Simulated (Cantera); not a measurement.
A perfectly stirred reactor is fed with H2 : O2 = 0.21 : 1 (molar parts), equivalence ratio 0.10, at 0.0263 atm; it is held at 1098 K, and followed from long to short residence time.

Cantera simulation using the H2/O2 subset of GRI-Mech 3.0, which has no nitrogen chemistry; the numbers are that mechanism's predictions, not measurements. Radical loss at walls, strong at low pressure, is not modelled. The temperature is held fixed by assumption; the heat of reaction is taken as removed at once.

### Question
What does this change do: O2 1 to 0.34 parts?

### Answer
| quantity | before | after |
|---|---|---|
| x(H2) at τ = 1.80 s | 0.000351 | 0.000775 |
| x(O2) at τ = 1.80 s | 0.809 | 0.528 |
| x(H2O) at τ = 1.80 s | 0.189 | 0.470 |
| x(O) at τ = 1.80 s | 0.000572 | 0.000472 |
| x(HO2) at τ = 1.80 s | 6.05e-6 | 1.21e-5 |
| x(H2) at τ = 24.0 ms | 0.00465 | 0.0111 |
| x(O2) at τ = 24.0 ms | 0.800 | 0.522 |
| x(H2O) at τ = 24.0 ms | 0.180 | 0.448 |
| x(O) at τ = 24.0 ms | 0.00851 | 0.00754 |
| x(HO2) at τ = 24.0 ms | 1.99e-5 | 3.28e-5 |

### Question
What does this change do: temperature 1098 to 1150 K?

### Answer
```csv
quantity,before,after
x(H2) at τ = 1.80 s,0.000351,0.000275
x(O2) at τ = 1.80 s,0.809,0.809
x(H2O) at τ = 1.80 s,0.189,0.189
x(O) at τ = 1.80 s,0.000572,0.000694
x(HO2) at τ = 1.80 s,6.05e-6,4.99e-6
x(H2) at τ = 24.0 ms,0.00465,0.00379
x(O2) at τ = 24.0 ms,0.800,0.797
x(H2O) at τ = 24.0 ms,0.180,0.180
x(O) at τ = 24.0 ms,0.00851,0.0107
x(HO2) at τ = 24.0 ms,1.99e-5,1.72e-5
```
